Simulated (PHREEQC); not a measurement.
# Acid rinse or clean: an equilibrium model

Solution (25 °C): 0.018 mol HNO3, 0.019 mol AlCl3 and 0.067 mol MgCl2 per kg of water. It is in equilibrium with CO2 at log p = -1 (atm). Otherwise closed; pH follows from the charge balance.

Equilibrium calculation in PHREEQC: ion-association model, phreeqc.dat.

Each row changes one thing in this solution. This is a speciation only: nothing precipitates in the calculation.

```json
[
 {"case": "as made", "pH": "1.85", "ionic strength (mol/kgw)": "0.333", "AlOH+2 (mol/kgw)": "5.37e-6", "(CO2)2 (mol/kgw)": "1.97e-7", "HCO3- (mol/kgw)": "1.50e-7", "Al(OH)2+ (mol/kgw)": "1.09e-9", "SI of Gibbsite (Al(OH)3)": "-5.26"},
 {"case": "diluted 2-fold with water", "pH": "2.14", "ionic strength (mol/kgw)": "0.167", "AlOH+2 (mol/kgw)": "5.59e-6", "(CO2)2 (mol/kgw)": "2.04e-7", "HCO3- (mol/kgw)": "2.75e-7", "Al(OH)2+ (mol/kgw)": "2.62e-9", "SI of Gibbsite (Al(OH)3)": "-4.57"},
 {"case": "temperature from 25 to 5 °C", "pH": "1.85", "ionic strength (mol/kgw)": "0.333", "AlOH+2 (mol/kgw)": "1.40e-6", "(CO2)2 (mol/kgw)": "3.34e-7", "HCO3- (mol/kgw)": "1.91e-7", "Al(OH)2+ (mol/kgw)": "4.05e-11", "SI of Gibbsite (Al(OH)3)": "…"},
 {"case": "0.017 mol/kgw CuSO4 added", "pH": "1.90", "ionic strength (mol/kgw)": "…", "AlOH+2 (mol/kgw)": "3.98e-6", "(CO2)2 (mol/kgw)": "1.96e-7", "HCO3- (mol/kgw)": "1.66e-7", "Al(OH)2+ (mol/kgw)": "8.92e-10", "SI of Gibbsite (Al(OH)3)": "-5.30"},
 {"case": "MgCl2 left out", "pH": "1.83", "ionic strength (mol/kgw)": "0.132", "AlOH+2 (mol/kgw)": "5.69e-6", "(CO2)2 (mol/kgw)": "2.06e-7", "HCO3- (mol/kgw)": "1.33e-7", "Al(OH)2+ (mol/kgw)": "1.40e-9", "SI of Gibbsite (Al(OH)3)": "-5.14"},
 {"case": "diluted 100-fold with water", "pH": "3.73", "ionic strength (mol/kgw)": "0.00332", "AlOH+2 (mol/kgw)": "…", "(CO2)2 (mol/kgw)": "2.12e-7", "HCO3- (mol/kgw)": "8.66e-6", "Al(OH)2+ (mol/kgw)": "2.60e-7", "SI of Gibbsite (Al(OH)3)": "…"},
 {"case": "MgCl2 from 0.067 to 0.0134 mol/kgw", "pH": "1.84", "ionic strength (mol/kgw)": "0.172", "AlOH+2 (mol/kgw)": "5.58e-6", "(CO2)2 (mol/kgw)": "2.04e-7", "HCO3- (mol/kgw)": "1.38e-7", "Al(OH)2+ (mol/kgw)": "1.30e-9", "SI of Gibbsite (Al(OH)3)": "-5.17"}
]
```

Task: Complete the blanks.

Result: 
- temperature from 25 to 5 °C, SI of Gibbsite (Al(OH)3): -6.44
- 0.017 mol/kgw CuSO4 added, ionic strength (mol/kgw): 0.336
- diluted 100-fold with water, AlOH+2 (mol/kgw): 7.41e-6
- diluted 100-fold with water, SI of Gibbsite (Al(OH)3): -0.88

Constants without temperature data keep their 25 °C values here.
